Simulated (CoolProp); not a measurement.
Properties of R152A along the isobar 37 bar.

Computed with CoolProp (reference Helmholtz-energy equation of state, Outcalt 1996). It is a modified Benedict-Webb-Rubin equation, recast in Helmholtz form.

```csv
T (K),phase,Z,cp (kJ/(kg K)),isothermal compressibility (1/MPa),viscosity (µPa s),conductivity (mW/(m K))
340.2,liquid,0.1091,2.039,0.009725,104,85.5
354.4,liquid,0.1124,2.245,0.01648,86.7,79.1
368.6,liquid,0.1203,2.766,0.03941,69.4,72.2
382.8,gas,0.5657,2.760,0.6388,17.1,33.8
397,gas,0.6567,2.047,0.4624,16.6,31.2
411.1,gas,0.7145,1.822,0.4016,16.7,30.8
425.3,gas,0.7575,1.716,0.3689,16.9,31.1
439.5,gas,0.7911,1.661,0.3482,17.2,31.8
453.7,gas,0.8184,1.631,0.3338,17.6,32.7
467.9,gas,0.8411,1.618,0.3232,18.0,33.7
482.1,gas,0.8603,1.613,0.3150,18.4,34.8
```

Viscosity comes from a separate model (Bell 2016), an estimate that may be off by 10 % or more. Thermal conductivity comes from a separate model (Krauss 1996).
